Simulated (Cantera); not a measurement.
A Cantera script and its output.

```python
import numpy as np
import cantera as ct

gas = ct.Solution("gri30.yaml")
gas.TPX = 1525, 260000, {'H2': 1, 'O2': 0.746, 'N2': 2.81, 'H2O': 0.41}
reactor = ct.IdealGasReactor(gas, energy="on", clone=False)
net = ct.ReactorNet([reactor])
net.rtol, net.atol = 1e-08, 1e-16
show = ['H2', 'O2', 'H2O', 'HO2', 'NO2']
times = np.geomspace(8e-06, 0.1, 11)

steps = ct.SolutionArray(gas, extra=["t"])
rows = []
print(f"{'t/s':>10s}{'T/K':>9s}{'P/Pa':>11s}" + "".join(f"{s:>11s}" for s in show))
for t in times:
    while net.time < t:
        t_next = net.step()
        steps.append(gas.state, t=t_next)
    rows.append([np.interp(t, steps.t, y) for y in (steps.T, steps.P, *steps(*show).X.T)])
    print(f"{t:10.3e}{rows[-1][0]:9.1f}{rows[-1][1]:11.4g}" + "".join(f"{x:11.3e}" for x in rows[-1][2:]))
rate = np.gradient(steps.T, steps.t)
print("integrator steps:", len(steps.t))
if steps.T.max() > steps.T[0] + 200:
    print(f"time of steepest temperature rise: {steps.t[rate.argmax()]:.4e} s")
gas.TPX = 1525, 260000, {'H2': 1, 'O2': 0.746, 'N2': 2.81, 'H2O': 0.41}
gas.equilibrate("UV")
print(f"equilibrium (UV): T = {gas.T:.1f} K  " + "  ".join(f"{s} {gas[s].X[0]:.3e}" for s in show))
```

Output:

```
       t/s      T/K       P/Pa         H2         O2        H2O        HO2        NO2
 8.000e-06   2359.3  3.818e+05  3.209e-02  5.723e-02  2.377e-01  4.037e-05  1.905e-08
 2.055e-05   2809.9  4.407e+05  1.494e-02  5.172e-02  2.762e-01  2.503e-05  2.283e-07
 5.278e-05   2825.2  4.426e+05  1.411e-02  5.117e-02  2.780e-01  2.535e-05  8.411e-07
 1.356e-04   2822.3  4.421e+05  1.411e-02  5.023e-02  2.782e-01  2.485e-05  2.294e-06
 3.482e-04   2816.4   4.41e+05  1.411e-02  4.832e-02  2.787e-01  2.386e-05  5.186e-06
 8.944e-04   2809.1  4.396e+05  1.411e-02  4.597e-02  2.793e-01  2.264e-05  8.611e-06
 2.297e-03   2806.4  4.391e+05  1.411e-02  4.512e-02  2.795e-01  2.221e-05  9.814e-06
 5.901e-03   2806.4  4.391e+05  1.411e-02  4.509e-02  2.795e-01  2.219e-05  9.852e-06
 1.516e-02   2806.4  4.391e+05  1.411e-02  4.509e-02  2.795e-01  2.219e-05  9.852e-06
 3.893e-02   2806.4  4.391e+05  1.411e-02  4.509e-02  2.795e-01  2.219e-05  9.852e-06
 1.000e-01   2806.4  4.391e+05  1.411e-02  4.509e-02  2.795e-01  2.219e-05  9.852e-06
integrator steps: 1177
time of steepest temperature rise: 5.3784e-06 s
equilibrium (UV): T = 2806.4 K  H2 1.411e-02  O2 4.509e-02  H2O 2.795e-01  HO2 2.219e-05  NO2 9.852e-06
```

Computed with Cantera and GRI-Mech 3.0 (53 species, 325 reactions). The hydrogen kinetics of GRI-Mech 3.0 are dated; newer H2 mechanisms differ, most at raised pressure.
